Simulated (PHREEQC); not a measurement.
PHREEQC input (Pitzer model, pitzer.dat):

```
SOLUTION 1
  temp 60
  units mol/kgw
  pH 7 charge
  S(6) 0.0052
  Na 0.0246
  C(4) 0.0071
  Cl 0.062
  K 0.062
END
USE solution 1
INCREMENTAL_REACTIONS false
REACTION 1
  H2O -1
  0 9.886 18.011 24.689 30.178 34.689 38.397 41.444
  43.949 46.007 47.699 49.089 50.232 51.172 51.944 52.578
  53.1 53.528 53.88 54.17 54.408 54.603 54.764 54.896
  55.005 55.094 55.168 55.228 moles
EQUILIBRIUM_PHASES 1
  Arcanite 0 0
  Burkeite 0 0
  Glaserite 0 0
  Halite 0 0
  Kalicinite 0 0
  Mirabilite 0 0
  Misenite 0 0
  Nahcolite 0 0
  Natron 0 0
  Sylvite 0 0
  Thenardite 0 0
  Trona 0 0
SELECTED_OUTPUT 1
  -reset false
  -pH true
  -pe true
  -ionic_strength true
  -water true
  -activities H2O
  -totals C Cl K Na S
  -molalities H+ Na+ K+ Cl- CO3-2 SO4-2 OH- HCO3- CO2 HSO4-
  -equilibrium_phases Arcanite Burkeite Glaserite Halite Kalicinite Mirabilite Misenite Nahcolite Natron Sylvite
    Thenardite Trona
PRINT
  -reset false
END
```

Selected output (columns that matter, 11 of 28 rows; water left (kg) added in front):

```
water left (kg)	pH	mu	C	Cl	K	Na	S	m_H+	m_Na+	m_K+	la_H2O	Arcanite	Glaserite	Sylvite
1	10.194	0.096936	0.0071	0.062	0.062	0.0246	0.0052	8.4858e-11	0.0246	0.062	-0.001158	0	0	0
0.555212	10.293	0.17553	0.012788	0.11167	0.11167	0.044307	0.0093658	7.1778e-11	0.044307	0.11167	-0.0020456	0	0	0
0.375057	10.354	0.2606	0.01893	0.16531	0.16531	0.06559	0.013865	6.4958e-11	0.06559	0.16531	-0.0029936	0	0	0
0.208235	10.441	0.47099	0.034096	0.29774	0.29774	0.11814	0.024972	5.6214e-11	0.11814	0.29774	-0.0053186	0	0	0
0.115638	10.525	0.85032	0.061399	0.53616	0.53616	0.21273	0.044968	4.7856e-11	0.21273	0.53616	-0.0095106	0	0	0
0.0642053	10.615	1.5343	0.11058	0.96565	0.96565	0.38315	0.08099	3.8189e-11	0.38315	0.96565	-0.017224	0	0	0
0.0433804	10.684	2.273	0.16367	1.4292	1.4292	0.56708	0.11987	3.0189e-11	0.56708	1.4292	-0.025927	0	0	0
0.0241051	10.825	4.0946	0.29454	2.5721	2.5721	1.0205	0.21572	1.6059e-11	1.0205	2.5721	-0.049576	0	0	0
0.0134046	11.034	6.8193	0.52967	4.6253	4.2597	1.8352	0.20516	5.3852e-12	1.8352	4.2597	-0.096212	0.00245	0	0
0.00906316	11.197	8.4335	0.78339	5.6791	5.0059	2.5182	0.13914	2.9112e-12	2.5182	5.0059	-0.12778	0.00038508	0.0017769	0.01053
0.00504598	11.37	9.9423	1.4071	5.3638	4.0063	4.4227	0.1255	1.9218e-12	4.4227	4.0063	-0.15039	0	0.0022834	0.034934
```

At this temperature some constants are extrapolated from 25 °C, and those without enthalpy data are left unchanged.
